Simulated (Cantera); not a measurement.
Charge: 1 mol Fe2O3, 3 mol H2, 0.66 mol H2O, equilibrated at 26.0 Pa.

Method: chemical equilibrium by Gibbs-energy minimisation in Cantera with the NASA 1993 tables (ideal gas, pure condensed phases). Candidate condensed phases: Fe, FeO, Fe(OH)2, Fe(OH)3, Fe2O3, Fe3O4, H2O; 12 gas species. The tables' stoichiometric FeO is somewhat more stable than real wüstite, so its field is too wide. FeO: taken at fixed stoichiometry. The numbers say what is thermodynamically allowed, not how fast it happens.

log p: log10 of the partial pressure in bar; n: condensed amount in mol.

| T (K) | log p H2 | log p H2O | log p Fe | log p H | log p OH | log p O2 | log p FeO | log p O | n FeO(s) | n FeO(l) |
|---|---|---|---|---|---|---|---|---|---|---|
| 1623 | -3.85 | -3.93 | -6.03 | -6.09 | -7.54 | -10.27 | -8.30 | -9.86 | 1.99 | 0 |
| 1698 | -3.87 | -3.92 | -5.49 | -5.77 | -7.12 | -9.52 | -7.62 | -9.12 | 0 | 1.95 |
| 1773 | -3.90 | -3.91 | … | … | … | … | … | … | 0 | 1.86 |
| 1848 | -3.98 | -3.89 | -4.67 | -5.27 | -6.31 | -7.99 | -6.46 | -7.72 | 0 | 1.66 |
| 1923 | -4.12 | -3.87 | -4.41 | -5.09 | -5.90 | -7.11 | -5.95 | -6.99 | 0 | 1.32 |
| 1998 | -4.33 | -3.86 | -4.25 | -4.96 | -5.49 | -6.15 | -5.48 | -6.26 | 0 | 0.860 |
| 2073 | … | … | -4.13 | … | … | … | … | … | 0 | … |
| 2148 | -4.56 | -3.98 | -4.14 | -4.66 | -4.97 | -5.02 | -5.11 | -5.22 | 0 | 0 |

Fill in the missing entries.


- 2073, log p H2: -4.62
- 2073, log p H2O: -3.91
- 2073, log p H: -4.89
- 2073, log p OH: -5.13
- 2073, log p O2: -5.20
- 2073, log p FeO: -5.05
- 2073, log p O: -5.54
- 2073, n FeO(l): 0.0524
- 1773, log p Fe: -5.03
- 1773, log p H: -5.50
- 1773, log p OH: -6.72
- 1773, log p O2: -8.78
- 1773, log p FeO: -7.01
- 1773, log p O: -8.42
